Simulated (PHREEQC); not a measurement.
## Brine: an equilibrium model

Solution (75 °C): 2.1 mol/kgw MgCl2 and 0.41 mol/kgw Na2SO4. It is in equilibrium with CO2 at log p = -1 (atm). Otherwise closed; pH follows from the charge balance.

The numbers come from PHREEQC with the Pitzer model, pitzer.dat.

Precipitation was switched off in this run.

Question: What pH, density does the model give?

Answer: pH 4.25; density 1.160 g/cm³.

Question: In which forms is C present?

Answer: CO2 91 %, HCO3- 8.9 % of the C.

Species that the database lacks are ignored. In brines, pH and single-ion activities rest on the MacInnes convention. Away from 25 °C the constants follow the database's enthalpies or fits; those with neither stay at their 25 °C values.
